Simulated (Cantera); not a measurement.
**Thermodynamics of nitride etching, feed Si3N4 + NF3 + H2**

Input: 1 mol Si3N4, a varied amount of NF3, 0.56 mol H2, at 1123.15 K and 0.100 bar.

These are equilibrium values from Cantera (NASA tables, ideal gas, pure condensed phases), not measurements of a reactor. Candidate condensed phases: Si, Si3N4; 37 gas species. The tables' values for SiF3 are old estimates; treat these amounts as uncertain. The numbers say what is thermodynamically allowed, not how fast it happens.

```tsv
n(NF3) (mol)	x N2	x SiF4	x F	x H2	x HF	x F2	n Si3N4(s)
1	0.433	0.324	<1e-12	0.241	0.00127	<1e-12	0.750
1.2	0.451	0.337	<1e-12	0.210	0.00120	<1e-12	0.700
1.5	0.471	0.352	<1e-12	0.175	0.00112	<1e-12	0.625
1.8	0.485	0.363	<1e-12	0.150	0.00105	<1e-12	0.550
2.1	0.496	0.371	<1e-12	0.131	0.000990	<1e-12	0.475
2.6	0.509	0.381	<1e-12	0.109	0.000910	<1e-12	0.350
3.1	0.518	0.388	<1e-12	0.0929	0.000847	<1e-12	0.225
3.7	0.526	0.394	<1e-12	0.0789	0.000786	<1e-12	0.0751
4.4	0.500	0.357	0.00932	<1e-12	0.133	0.000102	0
5.3	0.417	0.269	0.176	<1e-12	0.101	0.0366	0
6.4	0.365	0.211	0.263	<1e-12	0.0787	0.0817	0
```
x: gas mole fraction; n: condensed amount in mol.

From 1 mol NF3 to 3.7 mol NF3 the condensed part is Si3N4(s). From 4.4 mol NF3 to 6.4 mol NF3 nothing is condensed. The main Si-bearing gas is SiF4 throughout.
